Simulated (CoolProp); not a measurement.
Vapour-liquid equilibrium of propylene (1) + propane (2) at 314.1 K; x and y are mole fractions of (1).

Computed with CoolProp (multi-fluid Helmholtz-energy mixture model, Lemmon 2013 and Lemmon 2009; pair parameters Bell 2016).

```csv
x,"bubble pressure, mixture model (MPa)","bubble pressure, Raoult's law (MPa)","y, mixture model","y, Raoult's law"
0.05,1.419,1.414,0.059,0.060
0.125,1.448,1.435,0.145,0.147
0.2,1.475,1.457,0.228,0.231
0.275,1.501,1.478,0.307,0.313
0.35,1.525,1.499,0.384,0.393
0.425,1.549,1.521,0.459,0.471
0.5,1.570,1.542,0.532,0.546
0.575,1.591,1.563,0.604,0.619
0.65,1.610,1.585,0.675,0.691
0.725,1.629,1.606,0.745,0.760
0.8,1.646,1.627,0.815,0.828
0.875,1.661,1.649,0.884,0.894
0.95,1.675,1.670,0.954,0.958
```

The largest gap from Raoult's law is +1.8 % in bubble pressure, at x = 0.5. No azeotrope shows between x = 0.05 and 0.95.

The pair parameters rest on a limited set of measurements; away from them the model extrapolates.
